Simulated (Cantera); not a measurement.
What does this Cantera script print?

```python
import numpy as np
import cantera as ct

gas_names = """
    AL ALCL ALCL2 ALCL3 ALN AL2 AL2CL6 CL CL2 N N2
""".split()
cond_names = """
    AL(cr) AL(L) ALCL3(s) ALCL3(L) ALN(s)
""".split()


# ... load() reads the species with a 1 bar reference pressure and builds the phases ...
atoms = {
    'AlN': {'AL': 1, 'N': 1},
    'Cl2': {'CL': 2},
}
top_T = {'ALN(s)': 2750}  # K; cautious upper limits of use, not melting points


# ... equilibrate(T, P, feed) seeds the gas with the atoms and calls Mixture.equilibrate('TP', solver="vcs", rtol=1e-11, max_steps=5000) ...
results = []
feed = {'AlN': 1, 'Cl2': 0.011}  # mol
T = 1023  # K
P = 1000  # Pa
mix = equilibrate(T, P, feed)
results.append((T, P, feed, dict(zip(mix.species_names, mix.species_moles))))
x = sorted(zip(gas.X, gas.species_names), reverse=True)
print(f"T = {T:g} K  P = {P:g} Pa  gas = {mix.phase_moles(0):.4g} mol")
print("   x: " + "  ".join(f"{s} {v:.3e}" for v, s in x if v > 1e-05))
print("   condensed (mol): " + ("  ".join(f"{mix.phase(i).name} {mix.phase_moles(i):.4g}"
      for i in range(1, mix.n_phases) if mix.phase_moles(i) > 1e-12) or "none"))
```

Output:

```
T = 1023 K  P = 1000 Pa  gas = 0.011 mol
   x: ALCL3 6.662e-01  N2 3.334e-01  AL2CL6 3.236e-04  ALCL2 2.087e-05
   condensed (mol): ALN(s) 0.9927
```

Cantera equilibrium calculation (NASA polynomials, part measured and part estimated; ideal gas, pure solids and liquids). The tables' values for AlCl2 are old estimates; treat these amounts as uncertain.
